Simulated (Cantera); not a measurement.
What does this Cantera script print?

```python
import numpy as np
import cantera as ct

gas_names = """
    O O2 O3 S SO SO2 SO3 S2 S2O S8
""".split()
cond_names = """
    S(cr1) S(cr2) S(L)
""".split()


# ... load() reads the species with a 1 bar reference pressure and builds the phases ...
atoms = {
    'SO2': {'S': 1, 'O': 2},
}
top_T = {}  # K; cautious upper limits of use, not melting points


# ... equilibrate(T, P, feed) seeds the gas with the atoms and calls Mixture.equilibrate('TP', solver="vcs", rtol=1e-11, max_steps=5000) ...
results = []
feed = {'SO2': 1}  # mol
P = 100000  # Pa
for T in [2725, 2775, 2825, 2875, 2925, 2975, 3025, 3075, 3125, 3175, 3225, 3275, 3325, 3375]:
    mix = equilibrate(T, P, feed)
    results.append((T, P, feed, dict(zip(mix.species_names, mix.species_moles))))

top = {s: max(r[3][s] / sum(r[3][g] for g in gas_names) for r in results) for s in gas_names}
cols = sorted((s for s in top if top[s] > 0.001), key=lambda s: -top[s])[:6]
seen = [c for c in cond_names if any(r[3].get(c, 0) > 1e-12 for r in results)]
print("log10 of partial pressures in bar; condensed amounts in mol")
print(f"{'T/K':>10s}" + "".join(f"{s[:9]:>10s}" for s in cols + seen))
for T, P, feed, n in results:
    ng = sum(n[g] for g in gas_names)
    print(f"{T:10.4g}" + "".join(f"{np.log10(max(n[s] / ng * P / 1e5, 1e-99)):10.3f}" for s in cols)
          + "".join(f"{n.get(c, 0):10.4g}" for c in seen))
```

It prints:

```
log10 of partial pressures in bar; condensed amounts in mol
       T/K       SO2        SO         O        O2         S        S2
      2725    -0.061    -1.090    -2.101    -1.409    -2.759    -3.555
      2775    -0.072    -1.028    -1.983    -1.349    -2.631    -3.449
      2825    -0.084    -0.968    -1.869    -1.291    -2.507    -3.348
      2875    -0.098    -0.912    -1.759    -1.238    -2.388    -3.251
      2925    -0.114    -0.860    -1.655    -1.188    -2.274    -3.159
      2975    -0.132    -0.810    -1.554    -1.142    -2.164    -3.071
      3025    -0.153    -0.764    -1.459    -1.099    -2.059    -2.987
      3075    -0.176    -0.722    -1.367    -1.060    -1.958    -2.908
      3125    -0.201    -0.683    -1.280    -1.024    -1.861    -2.833
      3175    -0.229    -0.647    -1.196    -0.993    -1.768    -2.762
      3225    -0.260    -0.615    -1.117    -0.965    -1.679    -2.695
      3275    -0.295    -0.587    -1.041    -0.941    -1.593    -2.633
      3325    -0.332    -0.562    -0.970    -0.921    -1.512    -2.575
      3375    -0.374    -0.542    -0.902    -0.905    -1.434    -2.522
```

Equilibrium computed with Cantera from the NASA thermochemical tables; the gas is ideal and each condensed phase is pure.
